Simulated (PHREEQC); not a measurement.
A solution holds 3.1 mmol/kgw CuSO4, 9.6 mmol/kgw HCl and 19 mmol/kgw Na2SO4, at 20 °C. Closed to the air; pH follows from the charge balance.

All values are PHREEQC results (ion-association model, phreeqc.dat), not measurements.

* **pH**: 2.30
* **ionic strength**: 0.0644 mol/kgw
* **specific conductance**: 5520 µS/cm
* **density**: 1.001 g/cm³
* **total alkalinity**: -9.60 meq/kg

```
species  molality  activity   log γ
-------  --------  --------  ------
Na+        0.0368    0.0299  -0.091
SO4-2      0.0160   0.00690  -0.365
Cl-       0.00958   0.00766  -0.098
H+        0.00589   0.00497  -0.073
HSO4-     0.00371   0.00300  -0.093
Cu+2      0.00192  0.000871  -0.343
NaSO4-    0.00123  0.000999  -0.089
CuSO4     0.00117   0.00118   0.006
CuCl+     1.75e-5   1.40e-5  -0.096
CuCl2     5.36e-8   5.44e-8   0.006
CuOH+     2.18e-9   1.75e-9  -0.096
```

This is a speciation only: nothing precipitates in the calculation.
